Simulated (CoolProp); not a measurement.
Vapour pressure (kPa) of n-undecane: the reference equation beside estimates from Tc = 638.8 K, pc = 1990 kPa, ω = 0.539.

Values from CoolProp's reference Helmholtz-energy equation of state, Aleksandrov 2011. It is a short technical equation, of lower accuracy than the large ones.

```tsv
T (K)	reference	Lee-Kesler	Redlich-Kwong
394.3	10.43	10.13	54.55
407.2	16.67	16.32	74.89
420	25.60	25.25	100.2
432.9	38.21	37.95	131.6
445.7	55.25	55.22	169.3
458.6	78.10	78.48	214.6
471.4	107.6	108.6	267.6
484.3	145.6	147.5	329.7
```

Absolute difference from the reference over all 8 rows, mean and median: Lee-Kesler 1.2 and 1.1 %, Redlich-Kwong 245.6 and 225.4 %.
